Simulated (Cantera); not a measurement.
Equilibrium for abatement and gas-phase synthesis: H2O + N2

A closed system holds: 1 mol H2O, 45 mol N2, equilibrated at 101000 Pa.

Cantera equilibrium calculation (NASA polynomials, part measured and part estimated; ideal gas, pure solids and liquids). Candidate condensed phases: H2O; 24 gas species. The numbers say what is thermodynamically allowed, not how fast it happens.

```json
[
 {"T (K)": "1750", "log p N2": "0.00", "log p H2O": "-1.66", "log p H": "-5.58", "log p H2": "-3.90"},
 {"T (K)": "1850", "log p N2": "0.00", "log p H2O": "-1.66", "log p H": "-5.08", "log p H2": "-3.62"},
 {"T (K)": "1950", "log p N2": "0.00", "log p H2O": "-1.67", "log p H": "-4.63", "log p H2": "-3.38"},
 {"T (K)": "2050", "log p N2": "0.00", "log p H2O": "-1.67", "log p H": "-4.23", "log p H2": "-3.16"},
 {"T (K)": "2150", "log p N2": "0.00", "log p H2O": "-1.68", "log p H": "-3.86", "log p H2": "-2.97"},
 {"T (K)": "2250", "log p N2": "0.00", "log p H2O": "-1.70", "log p H": "-3.53", "log p H2": "-2.79"},
 {"T (K)": "2350", "log p N2": "0.00", "log p H2O": "-1.72", "log p H": "-3.22", "log p H2": "-2.64"},
 {"T (K)": "2450", "log p N2": "-0.01", "log p H2O": "-1.75", "log p H": "-2.95", "log p H2": "-2.51"},
 {"T (K)": "2550", "log p N2": "-0.01", "log p H2O": "-1.79", "log p H": "-2.70", "log p H2": "-2.39"},
 {"T (K)": "2650", "log p N2": "-0.01", "log p H2O": "-1.85", "log p H": "-2.48", "log p H2": "-2.30"},
 {"T (K)": "2750", "log p N2": "-0.01", "log p H2O": "-1.93", "log p H": "-2.28", "log p H2": "-2.23"},
 {"T (K)": "2850", "log p N2": "-0.01", "log p H2O": "-2.02", "log p H": "-2.10", "log p H2": "-2.18"},
 {"T (K)": "2950", "log p N2": "-0.01", "log p H2O": "-2.14", "log p H": "-1.95", "log p H2": "-2.15"}
]
```
log p: log10 of the partial pressure in bar; nothing condenses.

From 1750 K to 2950 K nothing is condensed.
